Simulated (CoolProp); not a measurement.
The fluid at 352.17 K and 11.5 MPa (supercritical) is heated at constant pressure to 532 K. The same conditions are run with several fluids, on thermodynamics alone (safety and materials aside).

The numbers come from the reference Helmholtz-energy equation of state of each fluid (carbon dioxide: Span 1996; nitrogen: Span 2000; methane: Setzmann 1991) in CoolProp.

```
fluid           heat (kJ/kg)  final density (kg/m³)
--------------  ------------  ---------------------
carbon dioxide    (withheld)             (withheld)
nitrogen          (withheld)                   69.2
methane                  532                   41.0
```

### Question
Some entries are withheld; supply them.

### Answer

- carbon dioxide, heat (kJ/kg): 245
- carbon dioxide, final density (kg/m³): 120
- nitrogen, heat (kJ/kg): 201
